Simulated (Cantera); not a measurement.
Input: 1 mol FeS2, 2.2 mol H2S, 0.66 mol H2O, held at 1298 K and 0.0220 bar.

These are equilibrium values from Cantera (NASA tables, ideal gas, pure condensed phases), not measurements of a reactor. Candidate condensed phases: Fe, FeO, Fe(OH)2, Fe(OH)3, FeS, FeSO4, FeS2, Fe2O3, Fe2(SO4)3, Fe3O4, H2O, H2SO4, S; 22 gas species. FeS: taken at fixed stoichiometry. Gases not in the tables: S3 to S7. Equilibrium is a limit: real reactors are often held back by kinetics, nucleation or transport.

Q: What is the equilibrium state?

A: 
| Quantity | Result |
|---|---|
| x(H2) | 0.298 |
| x(S2) | 0.274 |
| x(H2S) | 0.260 |
| x(H2O) | 0.166 |
| x(SH) | 0.00183 |
| x(SO2) | 0.000420 |
| x(S2O) | 0.000157 |
| x(SO) | 7.28e-5 |
| x(S) | 9.59e-6 |
| n(FeS(s)) | 1.00 mol |
| gas amount | 3.948 mol |
| log10 activity of S(l) (absent) | -2.07 |
| log10 activity of Fe(γ) (absent) | -2.09 |
| log10 activity of Fe(OH)2(s) (absent) | -9.65 |
